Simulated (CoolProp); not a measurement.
Vapour-liquid equilibrium of toluene (1) + ethylbenzene (2) at 0.06 MPa; x and y are mole fractions of (1).

Values from CoolProp's multi-fluid Helmholtz-energy mixture model, Lemmon 2006 and Zhou 2012; pair parameters Bell 2016.

```tsv
x	bubble temperature, mixture model (K)	bubble temperature, Raoult's law (K)	y, mixture model	y, Raoult's law
0.05	389.1	389.1	0.097	0.098
0.2	384.5	384.4	0.335	0.344
0.35	380.5	380.2	0.519	0.533
0.5	376.9	376.4	0.670	0.682
0.65	373.5	373.0	0.795	0.801
0.8	370.3	369.9	0.897	0.897
0.95	367.2	367.2	0.978	0.977
```

The largest gap from Raoult's law is +0.5 K in bubble temperature, at x = 0.5. No azeotrope shows between x = 0.05 and 0.95.

Pair parameters are fitted to limited data, so mixtures are less certain than the pure fluids.
